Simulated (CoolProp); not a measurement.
The fluoroketone C6F12O (FK-5-1-12) along the isotherm 346.3 K: fugacity coefficient from the reference equation and from simpler models built on Tc = 441.8 K, pc = 1.869 MPa, ω = 0.471; each cubic takes its own stable root.

Values from CoolProp's reference Helmholtz-energy equation of state, McLinden 2015.

| p (MPa) | phase | reference | van der Waals | Redlich-Kwong | Soave-Redlich-Kwong |
|---|---|---|---|---|---|
| 0.00887 | gas | 0.9960 | 0.9975 | 0.9968 | 0.9963 |
| 0.0134 | gas | 0.9939 | 0.9962 | 0.9952 | 0.9944 |
| 0.0202 | gas | 0.9908 | 0.9943 | 0.9927 | 0.9915 |
| 0.0304 | gas | 0.9861 | 0.9914 | 0.9890 | 0.9872 |
| 0.0459 | gas | 0.9791 | 0.9871 | 0.9834 | 0.9807 |
| 0.0693 | gas | 0.9684 | 0.9805 | 0.9750 | 0.9709 |
| 0.105 | gas | 0.9522 | 0.9704 | 0.9622 | 0.9560 |
| 0.158 | gas | ? | 0.9555 | 0.9432 | 0.9338 |
| 0.238 | liquid | 0.8265 | 0.9330 | 0.9146 | 0.8381 |
| 0.359 | liquid | ? | 0.8988 | 0.8714 | 0.5613 |
| 0.541 | liquid | 0.3721 | 0.8470 | 0.6376 | 0.3782 |
| 0.817 | liquid | 0.2516 | 0.6640 | 0.4329 | ? |
| 1.23 | liquid | 0.1724 | 0.4649 | ? | 0.1762 |
| 1.86 | liquid | 0.1196 | 0.3328 | 0.2088 | 0.1227 |
| 2.8 | liquid | 0.08522 | 0.2481 | 0.1506 | 0.08806 |

Problem. Complete the blanks.

Solution. 
- 0.158, reference: 0.9280
- 0.359, reference: 0.5530
- 0.817, Soave-Redlich-Kwong: 0.2563
- 1.23, Redlich-Kwong: 0.2984

At some of these states van der Waals, Redlich-Kwong gives the other phase, because its saturation line lies elsewhere.
